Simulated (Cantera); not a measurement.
A perfectly stirred reactor is fed with NH3 : H2 = 1 : 0.9 (molar parts), at 353 Torr; it is held at 2123 K, and followed from long to short residence time.

Computed with Cantera and the gas-phase N/H chemistry of the illustrative SiF4/NH3 mechanism in the Surface Chemkin manual (1991). Walls and surfaces, which speed up NH3 decomposition in real reactors, are not modelled.

What does this change do: NH3 1 to 4.8 parts?


```csv
quantity,before,after
x(NH3) at τ = 29.0 s,0.000742,0.000819
x(H2) at τ = 29.0 s,0.823,0.767
x(NH2) at τ = 29.0 s,1.27e-5,1.44e-5
x(H) at τ = 29.0 s,0.00467,0.00446
x(N2) at τ = 29.0 s,0.172,0.228
x(NH3) at τ = 0.220 s,0.0418,0.0565
x(H2) at τ = 0.220 s,0.798,0.729
x(NH2) at τ = 0.220 s,0.000261,0.000319
x(H) at τ = 0.220 s,0.00164,0.00136
x(N2) at τ = 0.220 s,0.158,0.213
```

What does this change do: H2 0.9 to 0.14 parts?


```json
[
 {"quantity": "x(NH3) at τ = 29.0 s", "before": "0.000742", "after": "0.000824"},
 {"quantity": "x(H2) at τ = 29.0 s", "before": "0.823", "after": "0.762"},
 {"quantity": "x(NH2) at τ = 29.0 s", "before": "1.27e-5", "after": "1.45e-5"},
 {"quantity": "x(H) at τ = 29.0 s", "before": "0.00467", "after": "0.00444"},
 {"quantity": "x(N2) at τ = 29.0 s", "before": "0.172", "after": "0.233"},
 {"quantity": "x(NH3) at τ = 0.220 s", "before": "0.0418", "after": "0.0578"},
 {"quantity": "x(H2) at τ = 0.220 s", "before": "0.798", "after": "0.723"},
 {"quantity": "x(NH2) at τ = 0.220 s", "before": "0.000261", "after": "0.000324"},
 {"quantity": "x(H) at τ = 0.220 s", "before": "0.00164", "after": "0.00134"},
 {"quantity": "x(N2) at τ = 0.220 s", "before": "0.158", "after": "0.218"}
]
```
